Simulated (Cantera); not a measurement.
Charge: 1 mol SiH4, 0.42 mol NH3, held at 7.50 Torr.

Cantera equilibrium calculation (NASA polynomials, part measured and part estimated; ideal gas, pure solids and liquids). Candidate condensed phases: Si, Si3N4; 18 gas species. Mutual solubility and eutectic melting of coexisting phases are not modelled. Gases not in the tables: Si2H6 and higher silanes. Equilibrium is a limit: real reactors are often held back by kinetics, nucleation or transport.

**Question.** Which condensed phases are stable at each of these points (T (K)): 898, 998, 1098, 1198, 1298, 1398, 1498, 1598, 1698, 1798, 1898, 1998, 2098?

**Answer.** 
| T (K) | condensed phases | Si condensed (%) |
|---|---|---|
| 898 | Si(s) + Si3N4(s) | 100.0 |
| 998 | Si(s) + Si3N4(s) | 100.0 |
| 1098 | Si(s) + Si3N4(s) | 100.0 |
| 1198 | Si(s) + Si3N4(s) | 100.0 |
| 1298 | Si(s) + Si3N4(s) | 100.0 |
| 1398 | Si(s) + Si3N4(s) | 100.0 |
| 1498 | Si(s) + Si3N4(s) | 100.0 |
| 1598 | Si(s) + Si3N4(s) | 100.0 |
| 1698 | Si(l) | 100.0 |
| 1798 | Si(l) | 99.9 |
| 1898 | Si(l) | 99.6 |
| 1998 | Si(l) | 98.6 |
| 2098 | Si(l) | 95.7 |

From 898 K to 1598 K the condensed part is Si(s) + Si3N4(s). From 1698 K to 2098 K the condensed part is Si(l).
